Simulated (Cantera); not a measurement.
Mixture: 36.6 % H2, 10.8 % O2, 40.6 % N2, 12.1 % H2O, at 660 Torr, adiabatic and at constant pressure. Ignition delay is the time to a rise of 400 K.

Computed with Cantera and the H2/O2 subset of GRI-Mech 3.0, which has no nitrogen chemistry. Where the delays flatten at high temperature, the 400 K rule measures the pace of heat release, not the induction time.

**Question.** Predict: delay at 975 K; delay at 1050 K; delay at 1125 K; delay at 1200 K; delay at 1275 K; delay at 1350 K; delay at 1425 K.

**Answer.** 
```json
{
  "delay at 975 K": "25.4 ms",
  "delay at 1050 K": "0.439 ms",
  "delay at 1125 K": "0.130 ms",
  "delay at 1200 K": "72.4 µs",
  "delay at 1275 K": "48.6 µs",
  "delay at 1350 K": "36.3 µs",
  "delay at 1425 K": "29.4 µs"
}
```
